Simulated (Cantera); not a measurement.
**Low-pressure radical oxidation in H2/O2**

An isothermal, constant-pressure homogeneous reactor starts with 4.49 % H2, 95.5 % O2, equivalence ratio 0.024, at 1100 K and 0.00780 atm.

Computed with Cantera and GRI-Mech 3.0 (53 species, 325 reactions). Radical loss at walls, strong at low pressure, is not modelled. The temperature is held fixed by assumption; the heat of reaction is taken as removed at once.

```json
[
 {"t (s)": "0.000600", "x H2": "0.0449", "x O2": "0.955", "x O": "2.58e-9", "x HO2": "1.78e-9", "x H": "1.58e-9", "x OH": "1.63e-9"},
 {"t (s)": "0.00130", "x H2": "0.0449", "x O2": "0.955", "x O": "2.16e-8", "x HO2": "3.95e-9", "x H": "1.09e-8", "x OH": "1.25e-8"},
 {"t (s)": "0.00282", "x H2": "0.0449", "x O2": "0.955", "x O": "1.21e-6", "x HO2": "1.42e-8", "x H": "5.92e-7", "x OH": "6.93e-7"},
 {"t (s)": "0.00612", "x H2": "0.0359", "x O2": "0.949", "x O": "0.00421", "x HO2": "2.26e-6", "x H": "0.00245", "x OH": "0.00208"},
 {"t (s)": "0.0133", "x H2": "0.000813", "x O2": "0.923", "x O": "0.0265", "x HO2": "2.71e-6", "x H": "0.00783", "x OH": "0.00231"},
 {"t (s)": "0.0288", "x H2": "0.000576", "x O2": "0.929", "x O": "0.0223", "x HO2": "2.55e-6", "x H": "0.00558", "x OH": "0.00197"},
 {"t (s)": "0.0625", "x H2": "0.000399", "x O2": "0.937", "x O": "0.0150", "x HO2": "2.33e-6", "x H": "0.00310", "x OH": "0.00164"},
 {"t (s)": "0.136", "x H2": "0.000200", "x O2": "0.946", "x O": "0.00737", "x HO2": "1.89e-6", "x H": "0.00107", "x OH": "0.00116"},
 {"t (s)": "0.294", "x H2": "6.80e-5", "x O2": "0.951", "x O": "0.00250", "x HO2": "1.22e-6", "x H": "0.000209", "x OH": "0.000677"},
 {"t (s)": "0.638", "x H2": "1.76e-5", "x O2": "0.953", "x O": "0.000649", "x HO2": "6.01e-7", "x H": "2.77e-5", "x OH": "0.000346"},
 {"t (s)": "1.38", "x H2": "4.17e-6", "x O2": "0.954", "x O": "0.000156", "x HO2": "2.35e-7", "x H": "3.27e-6", "x OH": "0.000170"},
 {"t (s)": "3.00", "x H2": "1.04e-6", "x O2": "0.954", "x O": "3.94e-5", "x HO2": "8.15e-8", "x H": "4.16e-7", "x OH": "8.55e-5"}
]
```
x: mole fraction; the columns are a selection and need not sum to one.

Equilibrium at this temperature and pressure: H2 7.02e-10, O2 0.954, O 2.76e-8, HO2 2.51e-9, H 7.76e-12, OH 2.26e-6 (gas phase only).
